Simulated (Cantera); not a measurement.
An adiabatic, constant-pressure homogeneous reactor starts with CO : H₂ : O₂ : N₂ : CO₂ = 1 : 0.18 : 1.11 : 4.19 : 0.19 (molar parts), equivalence ratio 0.53, at 1023 K and 1.01 bar.

Model: GRI-Mech 3.0 (53 species, 325 reactions), integrated in Cantera.

Q: Predict: time of steepest temperature rise; temperature at 0.200 s; equilibrium temperature; x(CO) at 0.200 s; x(H₂) at 0.200 s; x(O₂) at 0.200 s; x(NO₂) at 0.200 s; x(H) at 0.200 s.

A: 
```json
{
  "time_of_steepest_temperature_rise": "0.443 ms",
  "temperature at 0.200 s": "2277 K",
  "equilibrium_temperature": "2275 K",
  "x(CO) at 0.200 s": "0.00654 (gas-phase equilibrium 0.00648)",
  "x(H₂) at 0.200 s": "0.000175 (gas-phase equilibrium 0.000174)",
  "x(O₂) at 0.200 s": "0.0834 (gas-phase equilibrium 0.0828)",
  "x(NO₂) at 0.200 s": "5.46e-6 (gas-phase equilibrium 6.35e-6)",
  "x(H) at 0.200 s": "0.000114 (gas-phase equilibrium 0.000112)"
}
```
